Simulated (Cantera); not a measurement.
Input: 1 mol CH3SiCl3, 26 mol H2, equilibrated at 1475 °C and 0.100 bar.

Equilibrium computed with Cantera from the NASA thermochemical tables; the gas is ideal and each condensed phase is pure. Candidate condensed phases: C, C6H6, C7H8, C8H18, Si, SiC; 109 gas species. The feed counts by its element totals alone. The tables' values for SiCl3 are old estimates; treat these amounts as uncertain. Equilibrium is a limit: real reactors are often held back by kinetics, nucleation or transport.

Base state: H2 0.896, HCl 0.102, SiCl2 0.000727, H 0.000684, C2H2 (acetylene) 0.000101, CH4 7.39e-5, Cl 6.00e-5, SiCl3 1.58e-5 (mole fractions); condensed: C(graphite) + SiC(s).

Problem. What changes in the equilibrium state with this change: CH3SiCl3 replaced by Si(CH3)4?

Solution. 
| species | before | after |
|---|---|---|
| H2 | 0.896 | 0.999 |
| H | 0.000684 | 0.000722 |
| C2H2 (acetylene) | 0.000101 | 0.000113 |
| HCl | 0.102 | 0 |
| SiCl2 | 0.000727 | 0 |
| Cl | 6.00e-5 | 0 |
| SiCl3 | 1.58e-5 | 0 |
| C(graphite), mol | 0.0136 | 2.99 |
| SiC(s), mol | 0.978 | 1.000 |
